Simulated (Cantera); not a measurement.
Input: 1 mol Si, 5.2 mol CO, at 8250 Torr.

Cantera equilibrium calculation (NASA polynomials, part measured and part estimated; ideal gas, pure solids and liquids). Candidate condensed phases: C, Si, SiC, SiO2; 20 gas species. The tables hold silica as quartz up to 1696 K and as liquid above; real silica turns to tridymite and cristobalite and melts near 1996 K. The numbers say what is thermodynamically allowed, not how fast it happens.

log p: log10 of the partial pressure in bar; n: condensed amount in mol.

| T (°C) | log p CO | log p CO2 | log p SiO | log p Si | log p SiO2 | n C(graphite) | n SiO2(β-quartz) | n SiO2(condensed) |
|---|---|---|---|---|---|---|---|---|
| 1250 | 1.04 | -1.19 | -6.68 | <-10 | <-10 | 2.02 | 1.00 | 0 |
| 1300 | 1.04 | (withheld) | (withheld) | <-10 | -10.72 | 2.01 | 1.00 | 0 |
| 1350 | 1.04 | (withheld) | (withheld) | <-10 | -10.11 | 2.01 | 1.000 | 0 |
| 1400 | 1.04 | -1.69 | -4.62 | <-10 | -9.54 | 2.01 | 1.000 | 0 |
| 1450 | 1.04 | -1.84 | -4.01 | -10.48 | -9.02 | 2.00 | 0 | 1.000 |
| 1500 | 1.04 | -1.97 | -3.45 | -9.54 | -8.52 | 2.00 | 0 | 1.000 |
| 1550 | 1.04 | -2.10 | -2.91 | -8.66 | -8.05 | 2.00 | 0 | 1.000 |
| 1600 | 1.04 | -2.23 | -2.41 | -7.82 | -7.61 | 2.00 | 0 | 0.999 |
| 1650 | 1.04 | -2.34 | -1.94 | -7.02 | -7.19 | 2.00 | 0 | 0.997 |

**Question.** Fill in the missing entries.

**Answer.** 
- 1300, log p CO2: -1.36
- 1300, log p SiO: -5.95
- 1350, log p CO2: -1.53
- 1350, log p SiO: -5.26
